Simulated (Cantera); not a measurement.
Input (Python, Cantera):

```python
import numpy as np
import cantera as ct

gas = ct.Solution("gri30.yaml")
gas.TPX = 1200, 26000, {'H2': 0.64, 'O2': 1, 'N2': 1.6, 'H2O': 0.016}
reactor = ct.IdealGasConstPressureReactor(gas, energy="off", clone=False)
net = ct.ReactorNet([reactor])
net.rtol, net.atol = 1e-08, 1e-18
show = ['H2', 'O2', 'O', 'NO2', 'H']
times = np.geomspace(2e-05, 200, 13)

steps = ct.SolutionArray(gas, extra=["t"])
rows = []
print(f"{'t/s':>10s}{'T/K':>9s}{'P/Pa':>11s}" + "".join(f"{s:>11s}" for s in show))
for t in times:
    while net.time < t:
        t_next = net.step()
        steps.append(gas.state, t=t_next)
    rows.append([np.interp(t, steps.t, y) for y in (steps.T, steps.P, *steps(*show).X.T)])
    print(f"{t:10.3e}{rows[-1][0]:9.1f}{rows[-1][1]:11.4g}" + "".join(f"{x:11.3e}" for x in rows[-1][2:]))
rate = np.gradient(steps.T, steps.t)
print("integrator steps:", len(steps.t))
if steps.T.max() > steps.T[0] + 200:
    print(f"time of steepest temperature rise: {steps.t[rate.argmax()]:.4e} s")
gas.TPX = 1200, 26000, {'H2': 0.64, 'O2': 1, 'N2': 1.6, 'H2O': 0.016}
gas.equilibrate("TP")
print(f"equilibrium (TP): T = {gas.T:.1f} K  " + "  ".join(f"{s} {gas[s].X[0]:.3e}" for s in show))
```

Output:

```
       t/s      T/K       P/Pa         H2         O2          O        NO2          H
 2.000e-05   1200.0    2.6e+04  1.966e-01  3.071e-01  2.913e-08  4.955e-25  9.295e-08
 7.662e-05   1200.0    2.6e+04  1.955e-01  3.066e-01  1.771e-04  2.307e-15  5.537e-04
 2.936e-04   1200.0    2.6e+04  4.287e-03  2.296e-01  4.694e-03  2.358e-09  3.899e-03
 1.125e-03   1200.0    2.6e+04  1.914e-04  2.314e-01  1.575e-04  3.759e-08  2.113e-05
 4.309e-03   1200.0    2.6e+04  1.165e-05  2.316e-01  1.300e-05  6.970e-08  4.897e-07
 1.651e-02   1200.0    2.6e+04  1.095e-06  2.316e-01  1.940e-06  5.465e-08  2.670e-08
 6.325e-02   1200.0    2.6e+04  1.866e-07  2.316e-01  3.984e-07  3.032e-08  2.443e-09
 2.423e-01   1200.0    2.6e+04  4.281e-08  2.316e-01  9.696e-08  2.039e-08  2.961e-10
 9.283e-01   1200.0    2.6e+04  1.475e-08  2.316e-01  3.190e-08  2.902e-08  6.096e-11
 3.557e+00   1200.0    2.6e+04  1.167e-08  2.316e-01  2.388e-08  3.590e-08  4.221e-11
 1.363e+01   1200.0    2.6e+04  1.165e-08  2.316e-01  2.382e-08  3.598e-08  4.206e-11
 5.220e+01   1200.0    2.6e+04  1.165e-08  2.316e-01  2.381e-08  3.599e-08  4.204e-11
 2.000e+02   1200.0    2.6e+04  1.165e-08  2.316e-01  2.381e-08  3.599e-08  4.204e-11
integrator steps: 1856
equilibrium (TP): T = 1200.0 K  H2 1.165e-08  O2 2.315e-01  O 2.380e-08  NO2 1.548e-06  H 4.205e-11
```

Computed with Cantera and GRI-Mech 3.0 (53 species, 325 reactions). The temperature is held fixed by assumption; the heat of reaction is taken as removed at once.
